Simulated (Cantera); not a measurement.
A closed system holds: 1 mol SiH4, 0.77 mol C2H4, 46 mol H2, at 1250 K and 13000 Pa.

Equilibrium computed with Cantera from the NASA thermochemical tables; the gas is ideal and each condensed phase is pure. Candidate condensed phases: C, C6H6, C7H8, C8H18, Si, SiC; 87 gas species. Equilibrium is a limit: real reactors are often held back by kinetics, nucleation or transport.

Base state: H2 0.999, CH4 0.00143 (mole fractions); condensed: C(graphite) + SiC(s).

What changes in the equilibrium state with this change: 2 mol HF added?


```json
[
 {"species": "H2", "before": "0.999", "after": "0.988"},
 {"species": "SiF4", "before": "0", "after": "0.00908"},
 {"species": "CH4", "before": "0.00143", "after": "0.00139"},
 {"species": "HF", "before": "0", "after": "0.00111"},
 {"species": "SiHF3", "before": "0", "after": "0.000456"},
 {"species": "SiF3", "before": "0", "after": "0.000131"},
 {"species": "SiH2F2", "before": "0", "after": "1.11e-5"},
 {"species": "C(graphite), mol", "before": "0.469", "after": "0.962"},
 {"species": "SiC(s), mol", "before": "1.00", "after": "0.506"}
]
```
The tables' values for SiF3 are old estimates; treat these amounts as uncertain.

What changes in the equilibrium state with this change: pressure from 13000 Pa to 2000 Pa?


```tsv
species	before	after
H2	0.999	1.000
CH4	0.00143	0.000220
C(graphite), mol	0.469	0.529
SiC(s), mol	1.00	1.00
```

What changes in the equilibrium state with this change: temperature from 1250 K to 2473 K?


```
species            before     after
----------------  -------  --------
H2                  0.999     0.922
H                 1.34e-6    0.0594
C2H2 (acetylene)  2.52e-7   0.00862
Si                  <1e-9   0.00679
SiC2                <1e-9   0.00158
Si2C                <1e-9  0.000906
SiH                 <1e-9  0.000648
SiH2                <1e-9  0.000195
Si2                 <1e-9   3.97e-5
C(graphite), mol    0.469         0
SiC(s), mol          1.00     0.427
```
Gases not in the tables: Si2H6 and higher silanes.
